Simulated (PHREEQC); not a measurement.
## Ultrapure water in contact with air or piping (model solution)

Synthetic water in mg/kgw, 90 °C, pH 6.2, pe 8.6:

```
constituent               mg/kgw
-----------------------  -------
Na                         0.683
K                          0.126
Ca                         0.205
Mg                         0.141
Cl                         0.553
S(6) as SO4                0.249
Alkalinity as HCO3          1.02
O(0) (dissolved oxygen)  0.00624
```

Valence states are taken as typed.

Computed with PHREEQC (ion-association model, phreeqc.dat).

| Property | Value |
|---|---|
| ionic strength | 6.02e-5 mol/kgw |
| charge-balance error | 18.5 % |

```csv
species,molality,activity,log γ
Na+,2.97e-5,2.94e-5,-0.004
CO2,2.49e-5,2.49e-5,0.000
HCO3-,1.67e-5,1.65e-5,-0.004
Cl-,1.56e-5,1.54e-5,-0.004
Mg+2,5.78e-6,5.55e-6,-0.018
Ca+2,5.11e-6,4.90e-6,-0.018
K+,3.22e-6,3.19e-6,-0.004
SO4-2,2.57e-6,2.47e-6,-0.018
H+,6.37e-7,6.31e-7,-0.004
OH-,6.31e-7,6.24e-7,-0.004
O2,1.95e-7,1.95e-7,0.000
```

Precipitation was switched off in this run. At this temperature some constants are extrapolated from 25 °C, and those without enthalpy data are left unchanged.
